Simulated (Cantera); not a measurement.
Reactions in the system C-H-O-Ti

Source: NASA polynomial tables (part measured, part estimated), evaluated in Cantera. Values are per mole of reaction as written; species without (g) are pure solids or liquids, kept so even where they would boil at 1 bar.

9 C2H4(g) + 4 Ti2O3 ⇌ 8 Ti + 12 CH3(g) + 6 CO2(g)

```json
[
 {"T (K)": "1148", "ΔH° (kJ)": "4938.2", "ΔS° (J/K)": "1484.8", "ΔG° (kJ)": "3233.7", "log10 K": "-147.13", "condensed phases": "Ti2O3(s), Ti(α)"},
 {"T (K)": "1173", "ΔH° (kJ)": "4965.1", "ΔS° (J/K)": "1508.0", "ΔG° (kJ)": "3196.2", "log10 K": "-142.32", "condensed phases": "Ti2O3(s), Ti(β)"},
 {"T (K)": "1198", "ΔH° (kJ)": "4960.5", "ΔS° (J/K)": "1504.2", "ΔG° (kJ)": "3158.5", "log10 K": "-137.71", "condensed phases": "Ti2O3(s), Ti(β)"},
 {"T (K)": "1223", "ΔH° (kJ)": "4955.9", "ΔS° (J/K)": "1500.4", "ΔG° (kJ)": "3120.9", "log10 K": "-133.29", "condensed phases": "Ti2O3(s), Ti(β)"},
 {"T (K)": "1248", "ΔH° (kJ)": "4951.4", "ΔS° (J/K)": "1496.7", "ΔG° (kJ)": "3083.5", "log10 K": "-129.06", "condensed phases": "Ti2O3(s), Ti(β)"},
 {"T (K)": "1273", "ΔH° (kJ)": "4946.9", "ΔS° (J/K)": "1493.2", "ΔG° (kJ)": "3046.1", "log10 K": "-124.99", "condensed phases": "Ti2O3(s), Ti(β)"},
 {"T (K)": "1298", "ΔH° (kJ)": "4942.5", "ΔS° (J/K)": "1489.7", "ΔG° (kJ)": "3008.8", "log10 K": "-121.08", "condensed phases": "Ti2O3(s), Ti(β)"},
 {"T (K)": "1323", "ΔH° (kJ)": "4938.1", "ΔS° (J/K)": "1486.4", "ΔG° (kJ)": "2971.6", "log10 K": "-117.32", "condensed phases": "Ti2O3(s), Ti(β)"},
 {"T (K)": "1348", "ΔH° (kJ)": "4933.7", "ΔS° (J/K)": "1483.1", "ΔG° (kJ)": "2934.5", "log10 K": "-113.71", "condensed phases": "Ti2O3(s), Ti(β)"}
]
```
